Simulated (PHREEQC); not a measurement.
A made-up water analysis in mg/L, 25 °C, pH 6.68, pe -1:

```csv
constituent,mg/L
Na,0.03
K,0.196
Ca,0.798
Mg,0.12
Cl,1.06
S(6) as SO4,0.356
Alkalinity as HCO3,1
Mn(2),0.0718
N(-3) as NH4,0.00776
Fe(2),0.000599
Sr,0.00279
```

Cl is adjusted to close the charge balance.
Valence states are taken as typed.

The numbers come from PHREEQC with the ion-association model, wateq4f.dat.

The ionic strength comes out as 8.92e-5 mol/kgw.

```csv
species,molality,activity,log γ
Cl-,3.53e-5,3.50e-5,-0.005
Ca+2,1.99e-5,1.90e-5,-0.019
HCO3-,1.65e-5,1.64e-5,-0.005
CO2,7.68e-6,7.68e-6,0.000
K+,5.01e-6,4.96e-6,-0.005
Mg+2,4.93e-6,4.72e-6,-0.019
SO4-2,3.69e-6,3.53e-6,-0.019
Na+,1.30e-6,1.29e-6,-0.005
Mn+2,1.30e-6,1.25e-6,-0.019
NH4+,4.29e-7,4.24e-7,-0.005
```

No solid was allowed to form.
